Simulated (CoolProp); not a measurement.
Vapour-liquid equilibrium of R1234yf (1) + isobutane (2) at 0.541 MPa; x and y are mole fractions of (1).

Computed with CoolProp (multi-fluid Helmholtz-energy mixture model, Lemmon 2022 and Bücker 2006; pair parameters Bell 2016).

```tsv
x	bubble temperature (K)	y at the bubble point	dew temperature at overall composition x (K)	liquid density (mol/L)
0.05	308.3	0.160	312.2	…
0.2	298.8	0.419	…	9.351
0.35	294.4	0.545	…	9.414
0.5	…	0.633	295.9	9.472
0.65	290.4	…	291.5	9.551
0.8	289.6	0.813	289.7	9.656
0.95	289.8	0.944	289.8	9.781
```

Complete the blanks.


- 0.05, liquid density (mol/L): 9.213
- 0.2, dew temperature at overall composition x (K): 306.9
- 0.35, dew temperature at overall composition x (K): 301.4
- 0.5, bubble temperature (K): 291.9
- 0.65, y at the bubble point: 0.716

y crosses x between x = 0.8 and 0.95: the model has an azeotrope there.

Pair parameters are fitted to limited data, so mixtures are less certain than the pure fluids.
